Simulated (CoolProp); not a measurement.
Vapour-liquid equilibrium of isobutane (1) + acetone (2) at 0.294 MPa; x and y are mole fractions of (1).

Model: multi-fluid Helmholtz-energy mixture model, Bücker 2006 and Lemmon 2006; pair parameters Bell 2016, in CoolProp.

Problem. Give the bubble temperature and the first vapour's composition at x = 0.15, 0.55, 0.65. Is there an azeotrope?

Solution. x = 0.15: 42.5 °C, y = 0.798; x = 0.55: 24.5 °C, y = 0.915; x = 0.65: 23.7 °C, y = 0.921. No azeotrope shows between x = 0.05 and 0.95.

Pair parameters are fitted to limited data, so mixtures are less certain than the pure fluids. With so large a gap from Raoult's law the liquid may split in two, which this calculation doesn't test in full.
